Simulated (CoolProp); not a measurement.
500 sccm (0 °C, 1 atm) of nitrogen bubbles through liquid dimethyl carbonate at 282.4 K and leaves saturated at a total pressure of 0.00723 MPa (ideal gas phase). Each further row changes one setting.

Values from CoolProp's reference Helmholtz-energy equation of state, Zhou 2011.

```tsv
case	vapour pressure (kPa)	mole fraction of vapour	delivery (mg/min)	delivery (sccm)	change of delivery for a bath 1 K warmer (%)
as stated	3.07	0.424	1480	368	11
bath temperature 287.4 K	4.08	0.565	2610	648	14
total pressure 0.0145 MPa	3.07	0.211	539	134	7.7
```
